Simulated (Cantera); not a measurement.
Charge: 1 mol CaO, 35 mol Cl2, equilibrated at 24000 Pa.

Method: chemical equilibrium by Gibbs-energy minimisation in Cantera with the NASA 1993 tables (ideal gas, pure condensed phases). Candidate condensed phases: Ca, CaCl2, CaO; 11 gas species. Condensed phases not in the tables: oxide chlorides. Equilibrium is a limit: real reactors are often held back by kinetics, nucleation or transport.

Question: At 1302 °C, list the 5 most abundant gas species with their mole fractions, and the condensed phases.

Answer: Cl2 0.797, Cl 0.172, CaCl2 0.0179, O2 0.0129, ClO 0.000215. Condensed: CaCl2(l).
